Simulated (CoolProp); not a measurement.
Propylene along the isotherm 332.7 K: density (kg/m³) from the reference equation and from simpler models built on Tc = 364.2 K, pc = 4.555 MPa, ω = 0.146; each cubic takes its own stable root.

Model: reference Helmholtz-energy equation of state, Lemmon 2013, in CoolProp.

| p (MPa) | phase | reference | van der Waals | Soave-Redlich-Kwong |
|---|---|---|---|---|
| 5.69 | liquid | 458.0 | 304.1 | 409.3 |
| 11.4 | liquid | 483.1 | 335.6 | 445.8 |
| 17.1 | liquid | 500.4 | 353.7 | 469.8 |
| 22.8 | liquid | 514.0 | 366.5 | 487.9 |
| 28.5 | liquid | 525.3 | 376.5 | 502.5 |
| 34.2 | liquid | 535.1 | 384.6 | 514.7 |
| 39.9 | liquid | 543.8 | 391.5 | 525.2 |
| 45.5 | liquid | 551.5 | 397.3 | 534.3 |
